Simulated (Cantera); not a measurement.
Input: 1 mol CH₄, 0.52 mol CO₂, 2.1 mol H₂.

Method: chemical equilibrium by Gibbs-energy minimisation in Cantera with the NASA 1993 tables (ideal gas, pure condensed phases). Candidate condensed phases: C, C₆H₆, C₇H₈, C₈H₁₈, H₂O; 110 gas species. The ideal-gas law is rough above about 30 bar. Equilibrium is a limit: real reactors are often held back by kinetics, nucleation or transport.

Question: What condenses at these points (T in K, P in Pa): (1975, 1000); (1675, 2200000); (2675, 10); (2275, 4600); (2675, 220)?

Answer: 
| T (K) | P in Pa | condensed phases | C condensed (%) |
|---|---|---|---|
| 1975 | 1000 | C | 31.2 |
| 1675 | 2200000 | C | 26.9 |
| 2675 | 10 | gas only | 0.0 |
| 2275 | 4600 | C | 29.6 |
| 2675 | 220 | C | 19.9 |
